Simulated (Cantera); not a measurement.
Input: 1 mol C3H8, 0.26 mol O2, 2.5 mol N2, equilibrated at 100 Torr.

Method: chemical equilibrium by Gibbs-energy minimisation in Cantera with the NASA 1993 tables (ideal gas, pure condensed phases). Candidate condensed phases: C, C6H6, C7H8, C8H18, H2O; 136 gas species. Rates play no part.

### Question
What share of the C ends up in condensed phases as a function of T (K), at 1473, 1623, 1773, 1923, 2073, 2223, 2373, 2523, 2673, 2823?

### Answer
| T (K) | C condensed (%) | as |
|---|---|---|
| 1473 | 82.5 | C(graphite) |
| 1623 | 82.4 | C(graphite) |
| 1773 | 82.0 | C(graphite) |
| 1923 | 81.4 | C(graphite) |
| 2073 | 80.2 | C(graphite) |
| 2223 | 78.3 | C(graphite) |
| 2373 | 75.5 | C(graphite) |
| 2523 | 71.4 | C(graphite) |
| 2673 | 66.0 | C(graphite) |
| 2823 | 59.1 | C(graphite) |
